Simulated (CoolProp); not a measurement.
Chlorine at 293.15 K and 18.2 MPa is throttled through a valve to 3.58 MPa with no heat exchange. Each further row changes one setting.

Values from CoolProp's reference Helmholtz-energy equation of state, Thol 2021.

```
case                      temperature change (K)  final density (kg/m³)
------------------------  ----------------------  ---------------------
as stated                                   +4.4                   1400
outlet pressure 1.07 MPa                    +5.0                   1390
outlet pressure 4.65 MPa                    +4.1                   1410
```
